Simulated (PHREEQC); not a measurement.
A solution holds 0.014 mol/kgw HF, 4.1e-05 mol/kgw NH4F, 0.14 mol/kgw H2SiF6 and 0.15 mol/kgw HCl, at 25 °C. It is in equilibrium with CO2 at log p = -3.4 (atm). Otherwise closed; pH follows from the charge balance.

Equilibrium calculation in PHREEQC: ion-association model, wateq4f.dat.

```csv
quantity,before,after
pH,0.49,0.65
H2F2 (mol/kgw),0.000744,0.000676
F- (mol/kgw),5.93e-5,7.75e-5
HF2- (mol/kgw),4.10e-6,5.03e-6
```

Task: Which change was made?
(A) H2SiF6 left out
(B) HF left out
(C) HCl from 0.15 to 0.015 mol/kgw
(D) temperature from 25 to 65 °C
(E) diluted 2-fold with water

Result: C, HCl from 0.15 to 0.015 mol/kgw

Precipitation was switched off in this run. Some of these states are supersaturated (in Quartz (slow to form), Chalcedony (slow to form), for instance). SiF6-2 is the database's only silicon fluoride.
